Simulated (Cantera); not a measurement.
A Cantera script and what it prints.

```python
import numpy as np
import cantera as ct

gas_names = """
    B BH BH2 BH3 BN BO BO2 B2 B2O B2O2 B2O3 B3O3H3 H HBO HBO2 HNO HNO2 HNO3 HO2 H2 H2O H2O2 H3B3O6 N NH
    NH2 NH3 NH2OH NO NO2 NO3 N2 N2H2 N2H4 N2O O OH O2 O3
""".split()
cond_names = """
    B(b) B(L) BN(s) B2O3(L) B3O3H3(cr) H2O(s) H2O(L)
""".split()


# ... load() reads the species with a 1 bar reference pressure and builds the phases ...
atoms = {
    'borazine': {'B': 3, 'N': 3, 'H': 6},
    'O2': {'O': 2},
    'H2': {'H': 2},
}
top_T = {'BN(s)': 3200}  # K; cautious upper limits of use, not melting points


# ... equilibrate(T, P, feed) seeds the gas with the atoms and calls Mixture.equilibrate('TP', solver="vcs", rtol=1e-11, max_steps=5000) ...
results = []
feed = {'borazine': 1, 'O2': 0.059, 'H2': 1.9}  # mol
T = 1675  # K
P = 100000  # Pa
mix = equilibrate(T, P, feed)
results.append((T, P, feed, dict(zip(mix.species_names, mix.species_moles))))
print(gas.report(threshold=0.0001))
for i in range(1, mix.n_phases):
    print(f"{mix.phase(i).name:16s} {mix.phase_moles(i):12.5e} mol")
```

It prints:

```
       temperature   1675 K
          pressure   1e+05 Pa
           density   0.0181 kg/m^3
  mean mol. weight   2.5207 kg/kmol
   phase of matter   gas

                          1 kg             1 kmol
                     ---------------   ---------------
          enthalpy        1.5408e+07        3.8839e+07  J
   internal energy         9.883e+06        2.4912e+07  J
           entropy             73426        1.8509e+05  J/K
    Gibbs function       -1.0758e+08       -2.7118e+08  J
 heat capacity c_p             13235             33362  J/K
 heat capacity c_v            9936.4             25047  J/K

                      mass frac. Y      mole frac. X     chem. pot. / RT
                     ---------------   ---------------   ---------------
              B2O3            0.0145        0.00052501           -110.72
                 H        4.6035e-05        0.00011512           -9.4736
               HBO          0.040274         0.0036496           -48.977
              HBO2          0.062377         0.0035886            -80.69
                H2           0.78624           0.98308           -18.947
               H2O         0.0099607         0.0013937            -50.66
                N2          0.083601         0.0075225           -31.248
     [  +32 minor]         0.0030055         0.0001233

B(b)              0.00000e+00 mol
BN(s)             2.92538e+00 mol
B2O3(L)           1.60768e-02 mol
B3O3H3(cr)        0.00000e+00 mol
```

Method: chemical equilibrium by Gibbs-energy minimisation in Cantera with the NASA 1993 tables (ideal gas, pure condensed phases). The feed counts by its element totals alone. Mutual solubility and eutectic melting of coexisting phases are not modelled. Gases not in the tables: H3BO3.
